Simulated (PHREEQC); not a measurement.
# Leach liquor: speciation

Consider water at 70 °C with 0.0085 mol H2SO4, 0.00014 mol Li2SO4 and 0.13 mol Na2SO4 per kg of water. Closed to the air; pH follows from the charge balance.

Equilibrium calculation in PHREEQC: ion-association model, phreeqc.dat.

- pH: 2.77
- ionic strength: 0.326 mol/kgw
- activity of water: 0.994
- specific conductance: 39900 µS/cm
- density: 0.994 g/cm³
- total alkalinity: -17.0 meq/kg

```tsv
species	molality	activity	log γ
Na+	0.230	0.162	-0.152
SO4-2	0.0936	0.0203	-0.663
NaSO4-	0.0303	0.0211	-0.156
HSO4-	0.0147	0.0105	-0.148
H+	0.00225	0.00172	-0.117
Li+	0.000257	0.000182	-0.148
LiSO4-	2.35e-5	1.62e-5	-0.163
```

Precipitation was switched off in this run. Away from 25 °C the constants follow the database's enthalpies or fits; those with neither stay at their 25 °C values.
